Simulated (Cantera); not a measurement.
Input: 1 mol SiHCl3, 17 mol N2, equilibrated at 998.15 K and 0.100 bar.

These are equilibrium values from Cantera (NASA tables, ideal gas, pure condensed phases), not measurements of a reactor. N2 is the only nitrogen source here; it is nearly inert below about 1500 K, so the nitride shown seldom forms there in practice. The tables' values for SiCl3 are old estimates; treat these amounts as uncertain. Rates play no part.

| species | before | after |
|---|---|---|
| N2 | 0.920 | 0.917 |
| HCl | 0.0457 | 0.0482 |
| SiCl4 | 0.0299 | 0.0254 |
| SiCl3 | 1.66e-5 | 0.00340 |
| SiCl2 | 2.27e-7 | 0.00210 |
| SiHCl3 | 2.11e-5 | 0.000110 |
| H2 | 0.00467 | 0.00330 |
| Si3N4(s), mol | 0.152 | 0.145 |
Gas species are given as mole fractions.

Question: What was changed between the two runs?
A. temperature from 998.15 K to 1198 K
B. pressure from 0.100 bar to 1.40 mbar
C. temperature from 998.15 K to 1373 K
D. N2 from 17 to 7.4 mol

Answer: C, temperature from 998.15 K to 1373 K
